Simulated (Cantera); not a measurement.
# Adiabatic ignition

An adiabatic, constant-volume homogeneous reactor starts with 6.58 % CH₄, 19.7 % O₂, 73.7 % N₂, equivalence ratio 0.67, at 1600 K and 13.0 bar.

Detailed kinetics in Cantera: GRI-Mech 3.0 (53 species, 325 reactions). The pressure lies above the range GRI-Mech 3.0 was tuned for (to about 10 atm).

```json
[
 {"t (s)": "5.00e-6", "T (K)": "1600", "P (bar)": "13.0", "x CH₄": "0.0658", "x O₂": "0.197", "x NO": "<1e-12", "x CH₂": "1.14e-10", "x OH": "3.17e-7", "x HO₂": "8.11e-6", "x NO₂": "<1e-12"},
 {"t (s)": "1.39e-5", "T (K)": "1601", "P (bar)": "13.0", "x CH₄": "0.0654", "x O₂": "0.197", "x NO": "2.34e-12", "x CH₂": "2.13e-9", "x OH": "1.43e-6", "x HO₂": "1.70e-5", "x NO₂": "<1e-12"},
 {"t (s)": "3.87e-5", "T (K)": "1636", "P (bar)": "13.3", "x CH₄": "0.0596", "x O₂": "0.192", "x NO": "7.15e-11", "x CH₂": "6.23e-8", "x OH": "1.49e-5", "x HO₂": "0.000115", "x NO₂": "6.85e-12"},
 {"t (s)": "0.000108", "T (K)": "2956", "P (bar)": "24.4", "x CH₄": "<1e-12", "x O₂": "0.0600", "x NO": "0.0117", "x CH₂": "<1e-12", "x OH": "0.0171", "x HO₂": "3.66e-5", "x NO₂": "1.85e-5"},
 {"t (s)": "0.000300", "T (K)": "2940", "P (bar)": "24.3", "x CH₄": "<1e-12", "x O₂": "0.0556", "x NO": "0.0210", "x CH₂": "<1e-12", "x OH": "0.0163", "x HO₂": "3.36e-5", "x NO₂": "3.21e-5"},
 {"t (s)": "0.000834", "T (K)": "2939", "P (bar)": "24.3", "x CH₄": "<1e-12", "x O₂": "0.0553", "x NO": "0.0217", "x CH₂": "<1e-12", "x OH": "0.0162", "x HO₂": "3.34e-5", "x NO₂": "3.31e-5"},
 {"t (s)": "0.00232", "T (K)": "2939", "P (bar)": "24.3", "x CH₄": "<1e-12", "x O₂": "0.0553", "x NO": "0.0217", "x CH₂": "<1e-12", "x OH": "0.0162", "x HO₂": "3.34e-5", "x NO₂": "3.31e-5"},
 {"t (s)": "0.00646", "T (K)": "2939", "P (bar)": "24.3", "x CH₄": "<1e-12", "x O₂": "0.0553", "x NO": "0.0217", "x CH₂": "<1e-12", "x OH": "0.0162", "x HO₂": "3.34e-5", "x NO₂": "3.31e-5"},
 {"t (s)": "0.0180", "T (K)": "2939", "P (bar)": "24.3", "x CH₄": "<1e-12", "x O₂": "0.0553", "x NO": "0.0217", "x CH₂": "<1e-12", "x OH": "0.0162", "x HO₂": "3.34e-5", "x NO₂": "3.31e-5"},
 {"t (s)": "0.0500", "T (K)": "2939", "P (bar)": "24.3", "x CH₄": "<1e-12", "x O₂": "0.0553", "x NO": "0.0217", "x CH₂": "<1e-12", "x OH": "0.0162", "x HO₂": "3.34e-5", "x NO₂": "3.31e-5"},
 {"t (s)": "0.139", "T (K)": "2939", "P (bar)": "24.3", "x CH₄": "<1e-12", "x O₂": "0.0553", "x NO": "0.0217", "x CH₂": "<1e-12", "x OH": "0.0162", "x HO₂": "3.34e-5", "x NO₂": "3.31e-5"},
 {"t (s)": "0.387", "T (K)": "2939", "P (bar)": "24.3", "x CH₄": "<1e-12", "x O₂": "0.0553", "x NO": "0.0217", "x CH₂": "<1e-12", "x OH": "0.0162", "x HO₂": "3.34e-5", "x NO₂": "3.31e-5"},
 {"t (s)": "1.08", "T (K)": "2939", "P (bar)": "24.3", "x CH₄": "<1e-12", "x O₂": "0.0553", "x NO": "0.0217", "x CH₂": "<1e-12", "x OH": "0.0162", "x HO₂": "3.34e-5", "x NO₂": "3.31e-5"},
 {"t (s)": "3.00", "T (K)": "2939", "P (bar)": "24.3", "x CH₄": "<1e-12", "x O₂": "0.0553", "x NO": "0.0217", "x CH₂": "<1e-12", "x OH": "0.0162", "x HO₂": "3.34e-5", "x NO₂": "3.31e-5"}
]
```
x: mole fraction; the columns are a selection and need not sum to one.

```json
{
  "time_of_steepest_temperature_rise": "50.9 µs",
  "temperature at 3.00 s": "2939 K",
  "equilibrium_temperature": "2939 K",
  "x(CH₄) at 3.00 s": "<1e-12 (gas-phase equilibrium <1e-12)",
  "x(O₂) at 3.00 s": "0.0553 (gas-phase equilibrium 0.0553)",
  "x(NO) at 3.00 s": "0.0217 (gas-phase equilibrium 0.0217)"
}
```
